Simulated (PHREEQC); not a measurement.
Consider water at 25 °C with 0.0021 mol Al2(SO4)3, 0.12 mol MgSO4, 0.11 mol H2SO4 and 0.22 mol Na2SO4 per kg of water. Closed to the air; pH follows from the charge balance.

The numbers come from PHREEQC with the ion-association model, phreeqc.dat.

```json
[
 {"quantity": "pH", "before": "1.35", "after": "1.26"},
 {"quantity": "ionic strength (mol/kgw)", "before": "0.744", "after": "0.538"},
 {"quantity": "HSO4- (mol/kgw)", "before": "0.160", "after": "0.149"},
 {"quantity": "SO4-2 (mol/kgw)", "before": "0.159", "after": "0.104"},
 {"quantity": "MgSO4 (mol/kgw)", "before": "0.0736", "after": "0.0667"}
]
```

Problem. Which change was made?
(A) diluted 100-fold with water
(B) H2SO4 left out
(C) Al2(SO4)3 replaced by MnSO4 at the same molality
(D) diluted 2-fold with water
(E) Na2SO4 from 0.22 to 0.11 mol/kgw

Solution. E, Na2SO4 from 0.22 to 0.11 mol/kgw

This is a speciation only: nothing precipitates in the calculation. The ionic strength passes 0.7 mol/kgw, the rough limit of the ion-association models, in before.
